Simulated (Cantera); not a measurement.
An adiabatic, constant-volume homogeneous reactor starts with CH₄ : O₂ : N₂ = 1 : 3.23 : 12.1 (molar parts), at 1175 K and 3.20 bar. Integrator tolerance rtol = 1e-08.

Detailed kinetics in Cantera: GRI-Mech 3.0 (53 species, 325 reactions).

**Question.** What does this change do: initial temperature 1175 to 1275 K?

**Answer.** 
```json
[
 {"quantity": "time of steepest temperature rise", "before": "16.6 ms", "after": "4.51 ms"},
 {"quantity": "temperature at 0.100 s", "before": "2601 K", "after": "2655 K"},
 {"quantity": "equilibrium temperature", "before": "2601 K", "after": "2655 K"},
 {"quantity": "x(CH₄) at 0.100 s", "before": "<1e-12 (gas-phase equilibrium <1e-12)", "after": "<1e-12 (gas-phase equilibrium <1e-12)"},
 {"quantity": "x(O₂) at 0.100 s", "before": "0.0672 (gas-phase equilibrium 0.0672)", "after": "0.0667 (gas-phase equilibrium 0.0667)"},
 {"quantity": "x(H₂) at 0.100 s", "before": "0.00159 (gas-phase equilibrium 0.00159)", "after": "0.00205 (gas-phase equilibrium 0.00205)"},
 {"quantity": "x(HCN) at 0.100 s", "before": "3.48e-11 (gas-phase equilibrium 3.48e-11)", "after": "6.30e-11 (gas-phase equilibrium 6.30e-11)"},
 {"quantity": "x(NO₂) at 0.100 s", "before": "1.80e-5 (gas-phase equilibrium 1.80e-5)", "after": "1.80e-5 (gas-phase equilibrium 1.80e-5)"}
]
```

**Question.** What does this change do: initial temperature 1175 to 1548 K?

**Answer.** 
```
quantity                                                              before                                      after
---------------------------------  -----------------------------------------  -----------------------------------------
time of steepest temperature rise                                    16.6 ms                                   0.243 ms
temperature at 0.100 s                                                2601 K                                     2787 K
equilibrium temperature                                               2601 K                                     2787 K
x(CH₄) at 0.100 s                      <1e-12 (gas-phase equilibrium <1e-12)      <1e-12 (gas-phase equilibrium <1e-12)
x(O₂) at 0.100 s                       0.0672 (gas-phase equilibrium 0.0672)      0.0656 (gas-phase equilibrium 0.0656)
x(H₂) at 0.100 s                     0.00159 (gas-phase equilibrium 0.00159)    0.00363 (gas-phase equilibrium 0.00363)
x(HCN) at 0.100 s                  3.48e-11 (gas-phase equilibrium 3.48e-11)  2.37e-10 (gas-phase equilibrium 2.37e-10)
x(NO₂) at 0.100 s                    1.80e-5 (gas-phase equilibrium 1.80e-5)    1.78e-5 (gas-phase equilibrium 1.78e-5)
```
